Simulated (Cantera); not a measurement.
Input: 1 mol AlCl3, 2.6 mol HCl, 18 mol H2, equilibrated at 10.0 Torr.

These are equilibrium values from Cantera (NASA tables, ideal gas, pure condensed phases), not measurements of a reactor. Candidate condensed phases: Al, AlCl3; 12 gas species. The tables' values for AlCl2 are old estimates; treat these amounts as uncertain. The numbers say what is thermodynamically allowed, not how fast it happens.

x: gas mole fraction; nothing condenses.

| T (K) | x H2 | x HCl | x AlCl3 | x AlCl | x AlCl2 | x Al2Cl6 | x H |
|---|---|---|---|---|---|---|---|
| 623 | 0.840 | 0.121 | 0.0316 | <1e-12 | <1e-12 | 0.00750 | <1e-12 |
| 723 | 0.834 | 0.120 | 0.0451 | <1e-12 | 1.22e-10 | 0.000610 | <1e-12 |
| 823 | 0.833 | 0.120 | 0.0462 | 1.38e-12 | 8.40e-9 | 5.78e-5 | 5.80e-11 |
| 923 | 0.833 | 0.120 | 0.0463 | 3.09e-10 | 2.24e-7 | 9.07e-6 | 1.93e-9 |
| 1023 | 0.833 | 0.120 | 0.0463 | 2.37e-8 | 3.12e-6 | 2.08e-6 | 3.27e-8 |
| 1123 | 0.833 | 0.120 | 0.0463 | 8.25e-7 | 2.69e-5 | 6.32e-7 | 3.37e-7 |
| 1223 | 0.833 | 0.121 | 0.0461 | (withheld) | 0.000161 | (withheld) | (withheld) |
| 1323 | 0.832 | 0.121 | 0.0454 | 0.000189 | 0.000718 | 9.99e-8 | 1.25e-5 |
| 1423 | 0.829 | 0.125 | 0.0424 | (withheld) | 0.00238 | (withheld) | (withheld) |
| 1523 | 0.817 | 0.137 | 0.0344 | 0.00609 | 0.00541 | 1.58e-8 | 0.000181 |
| 1623 | 0.798 | 0.156 | 0.0222 | 0.0150 | 0.00811 | 3.95e-9 | 0.000535 |
| 1723 | 0.778 | 0.175 | 0.0113 | 0.0249 | 0.00865 | 6.53e-10 | 0.00139 |
| 1823 | 0.764 | 0.187 | 0.00479 | 0.0324 | 0.00732 | 7.92e-11 | 0.00328 |
| 1923 | 0.754 | 0.193 | 0.00188 | 0.0369 | 0.00549 | 8.60e-12 | 0.00709 |

Question: Some entries are withheld; supply them.

Answer: 
- 1423, x AlCl: 0.00141
- 1423, x Al2Cl6: 4.35e-8
- 1423, x H: 5.24e-5
- 1223, x AlCl: 1.59e-5
- 1223, x Al2Cl6: 2.35e-7
- 1223, x H: 2.38e-6
